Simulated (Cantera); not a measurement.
Cantera run, input and output.

```python
import numpy as np
import cantera as ct

surf = ct.Interface("ptcombust.yaml", "Pt_surf")
gas = surf.adjacent["gas"]
gas.TPX = 300, 5200, {'CH4': 0.068, 'O2': 0.21, 'N2': 0.79}
jet = ct.ImpingingJet(gas=gas, width=0.075, surface=surf)
jet.inlet.mdot, jet.inlet.T, jet.inlet.X = 0.081, 300, {'CH4': 0.068, 'O2': 0.21, 'N2': 0.79}
jet.set_refine_criteria(ratio=10, slope=0.2, curve=0.3)
show, cover = ['CH4', 'O2', 'H2O', 'OH', 'CO', 'CO2'], ["PT(S)", "H(S)", "O(S)", "OH(S)", "CO(S)", "C(S)"]

rows = []
print(f"{'Ts/K':>7s}" + "".join(f"{s:>11s}" for s in show + cover) + "   (gas at the wall, coverages)")
for i, Ts in enumerate([900, 950, 1000, 1050, 1100, 1150, 1200, 1250]):
    jet.surface.T = Ts
    if i == 0:
        surf.TP = Ts, 5200
        surf.coverages = "PT(S):0.5, O(S):0.5"
        surf.advance_coverages(1.0)
        jet.set_initial_guess(products="inlet")
    jet.solve(loglevel=0, auto=(i == 0))
    rows.append([*(jet.X[gas.species_index(s), -1] for s in show), *surf[cover].coverages])
    print(f"{Ts:7g}" + "".join(f"{x:11.3e}" for x in rows[-1]))
```

Result:

```
   Ts/K        CH4         O2        H2O         OH         CO        CO2      PT(S)       H(S)       O(S)      OH(S)      CO(S)       C(S)   (gas at the wall, coverages)
    900  4.715e-02  1.609e-01  3.116e-02  4.457e-08  1.842e-05  2.045e-02  2.116e-01  7.220e-08  7.873e-01  1.097e-03  1.466e-05  5.217e-08
    950  3.799e-02  1.412e-01  4.821e-02  1.455e-07  2.081e-05  3.177e-02  2.853e-01  1.967e-07  7.134e-01  1.230e-03  1.205e-05  5.770e-08
   1000  2.979e-02  1.238e-01  6.332e-02  4.151e-07  2.244e-05  4.188e-02  3.621e-01  4.420e-07  6.367e-01  1.248e-03  9.190e-06  5.745e-08
   1050  2.343e-02  1.103e-01  7.491e-02  1.025e-06  2.390e-05  4.969e-02  4.382e-01  8.632e-07  5.606e-01  1.185e-03  6.811e-06  5.422e-08
   1100  1.882e-02  1.006e-01  8.323e-02  2.264e-06  2.572e-05  5.532e-02  5.111e-01  1.522e-06  4.879e-01  1.080e-03  5.063e-06  5.020e-08
   1150  1.551e-02  9.376e-02  8.907e-02  4.571e-06  2.822e-05  5.929e-02  5.794e-01  2.492e-06  4.197e-01  9.590e-04  3.843e-06  4.657e-08
   1200  1.313e-02  8.898e-02  9.316e-02  8.564e-06  3.171e-05  6.202e-02  6.421e-01  3.861e-06  3.570e-01  8.369e-04  3.003e-06  4.373e-08
   1250  1.141e-02  8.568e-02  9.594e-02  1.506e-05  3.649e-05  6.387e-02  6.986e-01  5.719e-06  3.006e-01  7.215e-04  2.420e-06  4.171e-08
```

Computed with Cantera and Deutschmann's 1995 Pt surface mechanism with GRI-Mech 3.0 gas chemistry. Catalytic surfaces can have several steady states; this one follows from the mechanism file's or the stated starting coverage.
